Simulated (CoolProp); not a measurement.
Methanol at several states: Z from the reference equation and from simpler models built on Tc = 513.4 K, pc = 8.216 MPa, ω = 0.565; each cubic takes its own stable root.

The numbers come from the reference Helmholtz-energy equation of state, de Reuck 1993 in CoolProp.

```tsv
T (K)	p (MPa)	phase	reference	van der Waals	Redlich-Kwong	Soave-Redlich-Kwong	Peng-Robinson
309.6	0.0261	gas	0.9766	0.9970	0.9956	0.9942	0.9940
248.8	0.718	liquid	0.01335	0.02725	0.01834	0.01748	0.01558
192.6	1.59	liquid	0.03580	0.07378	0.04953	0.04801	0.04291
```
